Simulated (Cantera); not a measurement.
Equilibrium for boron, boron nitride and boron oxide: B + N₂

Feed: 1 mol B, a varied amount of N₂, held at 2423 K and 11.0 Pa.

Cantera equilibrium calculation (NASA polynomials, part measured and part estimated; ideal gas, pure solids and liquids). Candidate condensed phases: B, BN; 5 gas species. Rates play no part.

At 1.5 mol N₂ the condensed part is B(l). From 1.8 mol N₂ to 14 mol N₂ nothing is condensed. The main B-bearing gas is B throughout.

| n(N₂) (mol) | log p N₂ | log p B | log p BN | log p B₂ | log p N | n B(l) |
|---|---|---|---|---|---|---|
| 1.5 | -4.16 | -4.39 | -6.83 | -8.25 | -8.93 | 0.124 |
| 1.8 | -4.15 | -4.41 | -6.84 | -8.28 | -8.93 | 0 |
| 2.3 | -4.12 | -4.48 | -6.89 | -8.42 | -8.91 | 0 |
| 2.9 | -4.09 | -4.55 | -6.95 | -8.56 | -8.90 | 0 |
| 3.6 | -4.07 | -4.62 | -7.01 | -8.71 | -8.89 | 0 |
| 4.5 | -4.05 | -4.70 | -7.08 | -8.86 | -8.88 | 0 |
| 5.7 | -4.03 | -4.79 | -7.16 | -9.03 | -8.87 | 0 |
| 7.1 | -4.02 | -4.87 | -7.23 | -9.20 | -8.86 | 0 |
| 8.9 | -4.00 | -4.96 | -7.32 | -9.37 | -8.86 | 0 |
| 11 | -4.00 | -5.04 | -7.40 | -9.54 | -8.85 | 0 |
| 14 | -3.99 | -5.14 | -7.49 | -9.73 | -8.85 | 0 |
log p: log10 of the partial pressure in bar; n: condensed amount in mol.
